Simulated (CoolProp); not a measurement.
Vapour-liquid equilibrium of CH2F2 (R32) (1) + R142b (2) at 0.474 MPa; x and y are mole fractions of (1).

Computed with CoolProp (multi-fluid Helmholtz-energy mixture model, Tillner-Roth 1997 and Lemmon 2006; pair parameters Bell 2016).

```
x     bubble temperature, mixture model (K)  bubble temperature, Raoult's law (K)  y, mixture model  y, Raoult's law
----  -------------------------------------  ------------------------------------  ----------------  ---------------
0.05                                  303.2                                 303.5             0.192            0.205
0.2                                   287.7                                 289.7             0.559            0.564
0.35                                  277.1                                 280.1             0.740            0.745
0.5                                   270.1                                 272.8             0.836            0.849
0.65                                  265.3                                 267.1             0.895            0.915
0.8                                   261.6                                 262.5             0.940            0.960
0.95                                  258.4                                 258.5             0.984            0.991
```

The largest gap from Raoult's law is -3.0 K in bubble temperature, at x = 0.35. No azeotrope shows between x = 0.05 and 0.95.

The pair parameters rest on a limited set of measurements; away from them the model extrapolates.
